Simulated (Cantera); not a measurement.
An adiabatic, constant-pressure homogeneous reactor starts with CH4 : O2 : N2 = 1 : 1.82 : 21.8 (molar parts), at 1700 K and 100000 Pa. Integrator tolerance rtol = 1e-08.

Model: GRI-Mech 3.0 (53 species, 325 reactions), integrated in Cantera.

What does this change do: initial temperature 1700 to 1200 K?


| quantity | before | after |
|---|---|---|
| time of steepest temperature rise | 0.503 ms | 0.160 s |
| temperature at 1.00 s | 2387 K | 1973 K |
| equilibrium temperature | 2387 K | 1973 K |
| x(CH4) at 1.00 s | <1e-12 (gas-phase equilibrium <1e-12) | <1e-12 (gas-phase equilibrium <1e-12) |
| x(O2) at 1.00 s | 0.00147 (gas-phase equilibrium 0.00147) | 1.20e-5 (gas-phase equilibrium 1.19e-5) |
| x(CH2O) at 1.00 s | 3.47e-11 (gas-phase equilibrium 3.47e-11) | 1.98e-11 (gas-phase equilibrium 1.99e-11) |
| x(C2H6) at 1.00 s | <1e-12 (gas-phase equilibrium <1e-12) | <1e-12 (gas-phase equilibrium <1e-12) |
| x(CO) at 1.00 s | 0.0137 (gas-phase equilibrium 0.0137) | 0.00945 (gas-phase equilibrium 0.00946) |
| x(C2H) at 1.00 s | <1e-12 (gas-phase equilibrium <1e-12) | <1e-12 (gas-phase equilibrium <1e-12) |

What does this change do: N2 21.8 to 29 parts?


```json
[
 {"quantity": "time of steepest temperature rise", "before": "0.503 ms", "after": "0.614 ms"},
 {"quantity": "temperature at 1.00 s", "before": "2387 K", "after": "2265 K"},
 {"quantity": "equilibrium temperature", "before": "2387 K", "after": "2265 K"},
 {"quantity": "x(CH4) at 1.00 s", "before": "<1e-12 (gas-phase equilibrium <1e-12)", "after": "<1e-12 (gas-phase equilibrium <1e-12)"},
 {"quantity": "x(O2) at 1.00 s", "before": "0.00147 (gas-phase equilibrium 0.00147)", "after": "0.000517 (gas-phase equilibrium 0.000517)"},
 {"quantity": "x(CH2O) at 1.00 s", "before": "3.47e-11 (gas-phase equilibrium 3.47e-11)", "after": "1.57e-11 (gas-phase equilibrium 1.57e-11)"},
 {"quantity": "x(C2H6) at 1.00 s", "before": "<1e-12 (gas-phase equilibrium <1e-12)", "after": "<1e-12 (gas-phase equilibrium <1e-12)"},
 {"quantity": "x(CO) at 1.00 s", "before": "0.0137 (gas-phase equilibrium 0.0137)", "after": "0.00911 (gas-phase equilibrium 0.00911)"},
 {"quantity": "x(C2H) at 1.00 s", "before": "<1e-12 (gas-phase equilibrium <1e-12)", "after": "<1e-12 (gas-phase equilibrium <1e-12)"}
]
```
